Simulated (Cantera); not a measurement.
A perfectly stirred reactor is fed with NH3 : H2 = 1 : 9.1 (molar parts), at 0.0270 bar; it is held at 1775 K, and followed from long to short residence time.

Model: the gas-phase N/H chemistry of the illustrative SiF4/NH3 mechanism in the Surface Chemkin manual (1991), integrated in Cantera. Walls and surfaces, which speed up NH3 decomposition in real reactors, are not modelled.

| quantity | before | after |
|---|---|---|
| x(NH3) at τ = 0.660 s | 0.0954 | 0.000241 |
| x(H2) at τ = 0.660 s | 0.903 | 0.906 |
| x(H) at τ = 0.660 s | 0.000331 | 0.0496 |
| x(N) at τ = 0.660 s | 1.40e-7 | 8.36e-5 |
| x(N2) at τ = 0.660 s | 0.00158 | 0.0437 |
| x(NH3) at τ = 32.0 ms | 0.0990 | 0.0484 |
| x(H2) at τ = 32.0 ms | 0.901 | 0.923 |
| x(H) at τ = 32.0 ms | 9.12e-5 | 0.00507 |
| x(N) at τ = 32.0 ms | 3.13e-9 | 1.62e-5 |
| x(N2) at τ = 32.0 ms | 3.21e-6 | 0.0225 |

Question: Which change was made?
A. temperature 1775 to 2350 K
B. NH3 1 to 4.4 parts
C. pressure from 0.0270 bar to 0.860 bar
D. temperature 1775 to 2423 K

Answer: D, temperature 1775 to 2423 K
